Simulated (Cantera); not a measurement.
A perfectly stirred reactor is fed with CH₄ : H₂ : O₂ : H₂O = 0.019 : 1 : 0.0033 : 0.024 (molar parts), at 0.247 atm; it is held at 2725 K, and followed from long to short residence time.

Model: GRI-Mech 3.0 (53 species, 325 reactions), integrated in Cantera.

One state of this run: x CH₄ = 0.00125; x H₂ = 0.916; x O₂ = 1.44e-5; x HO₂ = 8.56e-9; x C₂H₂ = 0.00361; x H₂O₂ = 4.70e-10; x CO₂ = 2.37e-5. x: mole fraction; the columns are a selection and need not sum to one.

Question: Which value of τ (s) does it belong to?
(A) 2.8
(B) 7.0
(C) 0.0042
(D) 0.00066

Answer: D, 0.00066
